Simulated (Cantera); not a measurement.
Input: 1 mol Si, 0.13 mol CO2, 180 mol H2, 0.23 mol N2O, at 900 K and 1.60 mbar.

Equilibrium computed with Cantera from the NASA thermochemical tables; the gas is ideal and each condensed phase is pure. Candidate condensed phases: C, C6H6, C7H8, C8H18, H2O, Si, SiC, SiO2, Si2N2O, Si3N4; 151 gas species. Rates play no part.

Base state: H2 1.00 (mole fractions); condensed: Si(s) + SiC(s) + SiO2(β-quartz) + Si2N2O(s).

### Question
What changes in the equilibrium state with this change: CO2 from 0.13 to 3.8 mol?

### Answer
```
species              before     after
-------------------  ------  --------
H2                     1.00     0.968
CO                    <1e-9    0.0201
H2O                   <1e-9    0.0105
N2                    <1e-9   0.00125
CO2                   <1e-9  0.000504
Si(s), mol            0.280         0
SiC(s), mol           0.130         0
SiO2(β-quartz), mol   0.130      1.00
Si2N2O(s), mol        0.230         0
```
